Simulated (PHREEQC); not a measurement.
A PHREEQC input (ion-association model, wateq4f.dat):

```
SOLUTION 1
  temp 25
  units mg/L
  pH 6.66
  pe 9.9
  Na 16.7
  K 1.63
  Ca 24.8
  Mg 12.7
  Cl 65.8
  SO4 38.1 as SO4
  Alkalinity 24.8 as HCO3
  Ba 2.75
  Cd 0.275
  B 0.777
  Zn 3.4
  Si 1.82 as SiO2
END
USE solution 1
EQUILIBRIUM_PHASES 1
  CO2(g) -2 10
END
```

The run finishes with these warnings:
```
WARNING: Could not find element in database, SO4.
	Concentration is set to zero.
```

Its last state differs from that of the intended input:

| quantity | as run | intended |
|---|---|---|
| ionic strength (mol/kgw) | 0.00393 | 0.00452 |
| SI of Otavite (CdCO3) | -1.05 | -1.08 |

The fault: SO4 typed in place of S(6). The line should read `S(6) 38.1` where the input has `SO4 38.1`.
